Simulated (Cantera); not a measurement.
# Low-pressure radical oxidation in H2/O2

An isothermal, constant-pressure homogeneous reactor starts with H2 : O2 = 0.094 : 1 (molar parts), at 1425 K and 3500 Pa.

Model: GRI-Mech 3.0 (53 species, 325 reactions), integrated in Cantera. Radical loss at walls, strong at low pressure, is not modelled. The temperature is held fixed by assumption; the heat of reaction is taken as removed at once.

```json
[
 {"t (s)": "3.00e-5", "x H2": "0.0859", "x O2": "0.914", "x OH": "1.93e-7", "x H2O2": "2.90e-10", "x H2O": "1.94e-7", "x O": "2.23e-7"},
 {"t (s)": "0.000160", "x H2": "0.0855", "x O2": "0.914", "x OH": "0.000143", "x H2O2": "7.75e-9", "x H2O": "0.000279", "x O": "0.000172"},
 {"t (s)": "0.000857", "x H2": "0.00217", "x O2": "0.850", "x OH": "0.00967", "x H2O2": "2.10e-7", "x H2O": "0.0728", "x O": "0.0524"},
 {"t (s)": "0.00458", "x H2": "0.00142", "x O2": "0.873", "x OH": "0.00793", "x H2O2": "1.97e-7", "x H2O": "0.0791", "x O": "0.0325"},
 {"t (s)": "0.0245", "x H2": "0.000267", "x O2": "0.903", "x OH": "0.00349", "x H2O2": "1.08e-7", "x H2O": "0.0871", "x O": "0.00574"},
 {"t (s)": "0.131", "x H2": "1.58e-5", "x O2": "0.909", "x OH": "0.000853", "x H2O2": "2.45e-8", "x H2O": "0.0893", "x O": "0.000335"},
 {"t (s)": "0.700", "x H2": "1.23e-6", "x O2": "0.910", "x OH": "0.000239", "x H2O2": "4.57e-9", "x H2O": "0.0897", "x O": "2.62e-5"},
 {"t (s)": "3.74", "x H2": "3.42e-7", "x O2": "0.910", "x OH": "0.000126", "x H2O2": "2.13e-9", "x H2O": "0.0897", "x O": "7.31e-6"},
 {"t (s)": "20.0", "x H2": "3.33e-7", "x O2": "0.910", "x OH": "0.000125", "x H2O2": "2.11e-9", "x H2O": "0.0897", "x O": "7.12e-6"}
]
```
x: mole fraction; the columns are a selection and need not sum to one.

Equilibrium at this temperature and pressure: H2 3.33e-7, O2 0.910, OH 0.000125, H2O2 2.11e-9, H2O 0.0897, O 7.12e-6 (gas phase only).
